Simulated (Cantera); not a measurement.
Charge: 1 mol Si, 0.97 mol Cl₂, 1.8 mol H₂, at 1523.15 K and 14.0 mbar.

These are equilibrium values from Cantera (NASA tables, ideal gas, pure condensed phases), not measurements of a reactor. Candidate condensed phases: Si; 19 gas species. The tables' values for SiCl₃, SiCl are old estimates; treat these amounts as uncertain. Kinetics and transport are ignored.

Base state: H₂ 0.558, SiCl₂ 0.226, HCl 0.196, SiCl₃ 0.0151, SiCl₄ 0.00302, SiHCl₃ 0.000963, H 0.000146, SiH₂Cl₂ 4.95e-5 (mole fractions); condensed: Si(s).

Task: What changes in the equilibrium state with this change: 0.071 mol NH₃ added?

Result: 
| species | before | after |
|---|---|---|
| H₂ | 0.558 | 0.569 |
| SiCl₂ | 0.226 | 0.215 |
| HCl | 0.196 | 0.193 |
| N₂ | 0 | 0.00530 |
| SiCl₃ | 0.0151 | 0.0140 |
| SiCl₄ | 0.00302 | 0.00272 |
| SiHCl₃ | 0.000963 | 0.000900 |
| Si(s), mol | 0.329 | 0.305 |
| Si₃N₄(s), mol | 0 | 0.0102 |
Mutual solubility and eutectic melting of coexisting phases are not modelled. Further candidate phases: NH₄Cl, Si₃N₄.
